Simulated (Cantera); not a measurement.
Cantera run:

```python
import numpy as np
import cantera as ct

gas_names = """
    H HO2 H2 H2O H2O2 O OH O2 O3 Si SiH SiH2 SiH3 SiH4 SiO SiO2 Si2 Si3
""".split()
cond_names = """
    H2O(s) H2O(L) Si(cr) Si(L) SiO2(Lqz) SiO2(hqz) SiO2(L)
""".split()


# ... load() reads the species with a 1 bar reference pressure and builds the phases ...
atoms = {
    'Si2H6': {'Si': 2, 'H': 6},
    'O2': {'O': 2},
}
top_T = {}  # K; cautious upper limits of use, not melting points


# ... equilibrate(T, P, feed) seeds the gas with the atoms and calls Mixture.equilibrate('TP', solver="vcs", rtol=1e-11, max_steps=5000) ...
results = []
feed = {'Si2H6': 1, 'O2': 0.066}  # mol
P = 133.322  # Pa
for T in [1350, 1450, 1550, 1650, 1750, 1850, 1950, 2050]:
    mix = equilibrate(T, P, feed)
    results.append((T, P, feed, dict(zip(mix.species_names, mix.species_moles))))

top = {s: max(r[3][s] / sum(r[3][g] for g in gas_names) for r in results) for s in gas_names}
cols = sorted((s for s in top if top[s] > 0.0001), key=lambda s: -top[s])[:8]
seen = [c for c in cond_names if any(r[3].get(c, 0) > 1e-12 for r in results)]
print("log10 of partial pressures in bar; condensed amounts in mol")
print(f"{'T/K':>10s}" + "".join(f"{s[:9]:>10s}" for s in cols + seen))
for T, P, feed, n in results:
    ng = sum(n[g] for g in gas_names)
    print(f"{T:10.4g}" + "".join(f"{np.log10(max(n[s] / ng * P / 1e5, 1e-99)):10.3f}" for s in cols)
          + "".join(f"{n.get(c, 0):10.4g}" for c in seen))
```

It prints:

```
log10 of partial pressures in bar; condensed amounts in mol
       T/K        H2        Si         H       SiO       SiH       Si2       Si3      SiH2    Si(cr)     Si(L) SiO2(hqz)
      1350    -2.883    -9.700    -7.064    -4.608   -10.337   -13.112   -14.004    -9.641     1.906         0   0.03772
      1450    -2.894    -8.512    -6.471    -4.250    -9.360   -11.566   -12.353    -9.008     1.868         0         0
      1550    -2.894    -7.479    -5.949    -4.251    -8.506   -10.222   -10.921    -8.448     1.868         0         0
      1650    -2.895    -6.572    -5.489    -4.251    -7.758    -9.044    -9.668    -7.958     1.867         0         0
      1750    -2.897    -5.824    -5.082    -4.252    -7.151    -8.110    -8.721    -7.578         0     1.864         0
      1850    -2.902    -5.191    -4.720    -4.256    -6.645    -7.346    -7.981    -7.278         0     1.852         0
      1950    -2.916    -4.623    -4.399    -4.265    -6.197    -6.661    -7.319    -7.016         0     1.807         0
      2050    -2.949    -4.112    -4.119    -4.290    -5.804    -6.045    -6.725    -6.802         0     1.658         0
```

Equilibrium computed with Cantera from the NASA thermochemical tables; the gas is ideal and each condensed phase is pure. The feed counts by its element totals alone. Mutual solubility and eutectic melting of coexisting phases are not modelled. The tables hold silica as quartz up to 1696 K and as liquid above; real silica turns to tridymite and cristobalite and melts near 1996 K. Gases not in the tables: Si2H6 and higher silanes.
